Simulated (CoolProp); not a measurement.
Properties of R410A along the isobar 0.243 MPa.

Values from CoolProp's reference Helmholtz-energy equation of state, Lemmon 2003. It is a pseudo-pure fit of the blend.

```json
[
 {"T (K)": "268.3", "phase": "gas", "density (kg/m³)": "8.308", "expansivity (1/kK)": "4.502", "fugacity coefficient": "0.9538"},
 {"T (K)": "286.5", "phase": "gas", "density (kg/m³)": "7.691", "expansivity (1/kK)": "4.015", "fugacity coefficient": "0.9640"},
 {"T (K)": "304.7", "phase": "gas", "density (kg/m³)": "7.173", "expansivity (1/kK)": "3.657", "fugacity coefficient": "0.9713"},
 {"T (K)": "322.9", "phase": "gas", "density (kg/m³)": "6.729", "expansivity (1/kK)": "3.375", "fugacity coefficient": "0.9768"},
 {"T (K)": "341.1", "phase": "gas", "density (kg/m³)": "6.342", "expansivity (1/kK)": "3.144", "fugacity coefficient": "0.9810"},
 {"T (K)": "359.3", "phase": "gas", "density (kg/m³)": "6.000", "expansivity (1/kK)": "2.949", "fugacity coefficient": "0.9842"},
 {"T (K)": "377.6", "phase": "gas", "density (kg/m³)": "5.694", "expansivity (1/kK)": "2.779", "fugacity coefficient": "0.9868"},
 {"T (K)": "395.8", "phase": "gas", "density (kg/m³)": "5.420", "expansivity (1/kK)": "2.632", "fugacity coefficient": "0.9889"},
 {"T (K)": "414", "phase": "gas", "density (kg/m³)": "5.173", "expansivity (1/kK)": "2.502", "fugacity coefficient": "0.9906"}
]
```
